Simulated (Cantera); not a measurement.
A closed system holds: 1 mol CuO, 0.38 mol C, 0.13 mol CO, equilibrated at 1875 °C and 120 Pa.

These are equilibrium values from Cantera (NASA tables, ideal gas, pure condensed phases), not measurements of a reactor. Candidate condensed phases: C, Cu, CuO, Cu2O; 15 gas species. Rates play no part.

Base state: Cu 0.603, CO2 0.213, CO 0.0951, O2 0.0730, O 0.0150, CuO 0.000528, Cu2 0.000186 (mole fractions); condensed: gas only.

**Question.** What changes in the equilibrium state with this change: temperature from 1875 °C to 1677 °C?

**Answer.** 
```csv
species,before,after
Cu,0.603,0.627
CO2,0.213,0.288
O2,0.0730,0.0490
CO,0.0951,0.0324
O,0.0150,0.00289
Cu2,0.000186,0.000611
CuO,0.000528,0.000540
```

**Question.** What changes in the equilibrium state with this change: temperature from 1875 °C to 1500 °C?

**Answer.** 
```csv
species,before,after
CO2,0.213,0.590
Cu,0.603,0.329
O2,0.0730,0.0692
CO,0.0951,0.0100
O,0.0150,0.000713
Cu2,0.000186,0.000560
CuO,0.000528,0.000409
"Cu(l), mol",0,0.720
```
